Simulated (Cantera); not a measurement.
A perfectly stirred reactor is fed with H2 : O2 : N2 = 0.16 : 1 : 2.1 (molar parts), equivalence ratio 0.080, at 0.00720 bar; it is held at 1200 K, and followed from long to short residence time.

Model: GRI-Mech 3.0 (53 species, 325 reactions), integrated in Cantera. Radical loss at walls, strong at low pressure, is not modelled. The temperature is held fixed by assumption; the heat of reaction is taken as removed at once.

What does this change do: pressure from 0.00720 bar to 0.0133 bar?


```
quantity                 before     after
---------------------  --------  --------
x(H2) at τ = 16.0 s    0.000119   6.24e-5
x(O2) at τ = 16.0 s       0.288     0.289
x(H2O) at τ = 16.0 s     0.0497    0.0500
x(N2O) at τ = 16.0 s    7.14e-9   1.60e-8
x(OH) at τ = 16.0 s    0.000660  0.000440
x(H2) at τ = 87.0 ms    0.00194   0.00137
x(O2) at τ = 87.0 ms      0.279     0.282
x(H2O) at τ = 87.0 ms    0.0413    0.0447
x(N2O) at τ = 87.0 ms   2.37e-9   5.29e-9
x(OH) at τ = 87.0 ms    0.00256   0.00212
```

What does this change do: pressure from 0.00720 bar to 0.00230 bar?


```tsv
quantity	before	after
x(H2) at τ = 16.0 s	0.000119	0.000431
x(O2) at τ = 16.0 s	0.288	0.286
x(H2O) at τ = 16.0 s	0.0497	0.0483
x(N2O) at τ = 16.0 s	7.14e-9	1.45e-9
x(OH) at τ = 16.0 s	0.000660	0.00134
x(H2) at τ = 87.0 ms	0.00194	0.00314
x(O2) at τ = 87.0 ms	0.279	0.277
x(H2O) at τ = 87.0 ms	0.0413	0.0372
x(N2O) at τ = 87.0 ms	2.37e-9	5.74e-10
x(OH) at τ = 87.0 ms	0.00256	0.00302
```
